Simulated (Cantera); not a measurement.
# Thermodynamics of silicon nitride deposition, feed SiH₄ + NH₃

A closed system holds: 1 mol SiH₄, 2.6 mol NH₃, equilibrated at 72.0 Pa.

These are equilibrium values from Cantera (NASA tables, ideal gas, pure condensed phases), not measurements of a reactor. Candidate condensed phases: Si, Si₃N₄; 18 gas species. Mutual solubility and eutectic melting of coexisting phases are not modelled. The tables' values for SiN are old estimates; treat these amounts as uncertain. Gases not in the tables: Si₂H₆ and higher silanes. Kinetics and transport are ignored.

```json
[
 {"T (°C)": "725", "x H₂": "0.903", "x N₂": "0.0969", "x Si": "<1e-12", "x H": "7.62e-8", "x SiH": "<1e-12", "x Si₂": "<1e-12", "x Si₂N": "<1e-12", "x SiN": "<1e-12", "n Si₃N₄(s)": "0.333", "n Si(s)": "0", "n Si(l)": "0"},
 {"T (°C)": "800", "x H₂": "0.903", "x N₂": "0.0969", "x Si": "<1e-12", "x H": "4.96e-7", "x SiH": "<1e-12", "x Si₂": "<1e-12", "x Si₂N": "<1e-12", "x SiN": "<1e-12", "n Si₃N₄(s)": "0.333", "n Si(s)": "0", "n Si(l)": "0"},
 {"T (°C)": "875", "x H₂": "0.903", "x N₂": "0.0969", "x Si": "<1e-12", "x H": "2.54e-6", "x SiH": "<1e-12", "x Si₂": "<1e-12", "x Si₂N": "<1e-12", "x SiN": "<1e-12", "n Si₃N₄(s)": "0.333", "n Si(s)": "0", "n Si(l)": "0"},
 {"T (°C)": "950", "x H₂": "0.903", "x N₂": "0.0969", "x Si": "3.92e-11", "x H": "1.06e-5", "x SiH": "1.30e-11", "x Si₂": "<1e-12", "x Si₂N": "<1e-12", "x SiN": "1.79e-12", "n Si₃N₄(s)": "0.333", "n Si(s)": "0", "n Si(l)": "0"},
 {"T (°C)": "1025", "x H₂": "0.903", "x N₂": "0.0969", "x Si": "2.02e-9", "x H": "3.79e-5", "x SiH": "4.32e-10", "x Si₂": "<1e-12", "x Si₂N": "2.37e-12", "x SiN": "5.86e-11", "n Si₃N₄(s)": "0.333", "n Si(s)": "0", "n Si(l)": "0"},
 {"T (°C)": "1100", "x H₂": "0.903", "x N₂": "0.0969", "x Si": "6.72e-8", "x H": "0.000118", "x SiH": "9.73e-9", "x Si₂": "3.97e-12", "x Si₂N": "2.06e-10", "x SiN": "1.30e-9", "n Si₃N₄(s)": "0.333", "n Si(s)": "0", "n Si(l)": "0"},
 {"T (°C)": "1175", "x H₂": "0.903", "x N₂": "0.0969", "x Si": "1.55e-6", "x H": "0.000326", "x SiH": "1.58e-7", "x Si₂": "5.13e-10", "x Si₂N": "1.12e-8", "x SiN": "2.09e-8", "n Si₃N₄(s)": "0.333", "n Si(s)": "0", "n Si(l)": "0"},
 {"T (°C)": "1250", "x H₂": "0.896", "x N₂": "0.103", "x Si": "2.50e-5", "x H": "0.000815", "x SiH": "1.86e-6", "x Si₂": "3.76e-8", "x Si₂N": "3.88e-7", "x SiN": "2.51e-7", "n Si₃N₄(s)": "0.312", "n Si(s)": "0.0643", "n Si(l)": "0"},
 {"T (°C)": "1325", "x H₂": "0.818", "x N₂": "0.180", "x Si": "0.000130", "x H": "0.00179", "x SiH": "6.92e-6", "x Si₂": "3.20e-7", "x Si₂N": "2.15e-6", "x SiN": "1.28e-6", "n Si₃N₄(s)": "0", "n Si(s)": "0.999", "n Si(l)": "0"},
 {"T (°C)": "1400", "x H₂": "0.815", "x N₂": "0.180", "x Si": "0.000580", "x H": "0.00383", "x SiH": "2.38e-5", "x Si₂": "2.23e-6", "x Si₂N": "7.89e-6", "x SiN": "4.38e-6", "n Si₃N₄(s)": "0", "n Si(s)": "0.995", "n Si(l)": "0"},
 {"T (°C)": "1475", "x H₂": "0.811", "x N₂": "0.179", "x Si": "0.00202", "x H": "0.00767", "x SiH": "6.50e-5", "x Si₂": "1.04e-5", "x Si₂N": "2.03e-5", "x SiN": "1.19e-5", "n Si₃N₄(s)": "0", "n Si(s)": "0", "n Si(l)": "0.984"},
 {"T (°C)": "1550", "x H₂": "0.801", "x N₂": "0.178", "x Si": "0.00614", "x H": "0.0145", "x SiH": "0.000158", "x Si₂": "3.97e-5", "x Si₂N": "4.51e-5", "x SiN": "2.88e-5", "n Si₃N₄(s)": "0", "n Si(s)": "0", "n Si(l)": "0.952"},
 {"T (°C)": "1625", "x H₂": "0.781", "x N₂": "0.175", "x Si": "0.0171", "x H": "0.0258", "x SiH": "0.000353", "x Si₂": "0.000136", "x Si₂N": "9.34e-5", "x SiN": "6.45e-5", "n Si₃N₄(s)": "0", "n Si(s)": "0", "n Si(l)": "0.866"},
 {"T (°C)": "1700", "x H₂": "0.743", "x N₂": "0.168", "x Si": "0.0438", "x H": "0.0433", "x SiH": "0.000733", "x Si₂": "0.000425", "x Si₂N": "0.000181", "x SiN": "0.000134", "n Si₃N₄(s)": "0", "n Si(s)": "0", "n Si(l)": "0.643"}
]
```
x: gas mole fraction; n: condensed amount in mol.

From 725 °C to 1175 °C the condensed part is Si₃N₄(s). At 1250 °C the condensed part is Si(s) + Si₃N₄(s). From 1325 °C to 1400 °C the condensed part is Si(s). From 1475 °C to 1700 °C the condensed part is Si(l).
